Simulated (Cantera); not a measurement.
Input: 1 mol CO, 3 mol NH3, 21 mol N2, 0.099 mol CO2, equilibrated at 1.00 bar.

Method: chemical equilibrium by Gibbs-energy minimisation in Cantera with the NASA 1993 tables (ideal gas, pure condensed phases). Candidate condensed phases: C, C6H6, C7H8, C8H18, H2O; 136 gas species. Kinetics and transport are ignored.

x: gas mole fraction; n: condensed amount in mol.

```
T (K)   x N2   x H2    x CO    x H2O       x CH4  n C(graphite)
-----  -----  -----  ------  -------  ----------  -------------
873    0.818  0.135  0.0212   0.0122  (withheld)          0.151
973    0.804  0.152  0.0354  0.00426  (withheld)              0
1073   0.801  0.157  0.0380  0.00302  (withheld)              0
1173   0.801  0.157  0.0385  0.00298  (withheld)              0
1273   0.801  0.157  0.0386  0.00307  (withheld)              0
1373   0.801  0.157  0.0387  0.00315  (withheld)              0
1473   0.801  0.157  0.0388  0.00320  (withheld)              0
1573   0.801  0.157  0.0388  0.00325  (withheld)              0
1673   0.801  0.157  0.0389  0.00328  (withheld)              0
1773   0.801  0.157  0.0389  0.00330  (withheld)              0
1873   0.801  0.157  0.0389  0.00332  (withheld)              0
```

Task: Complete the blanks.

Result: 
- 873, x CH4: 0.00818
- 973, x CH4: 0.00232
- 1073, x CH4: 0.000289
- 1173, x CH4: 3.45e-5
- 1273, x CH4: 5.44e-6
- 1373, x CH4: 1.12e-6
- 1473, x CH4: 2.88e-7
- 1573, x CH4: 8.81e-8
- 1673, x CH4: 3.12e-8
- 1773, x CH4: 1.25e-8
- 1873, x CH4: 5.53e-9
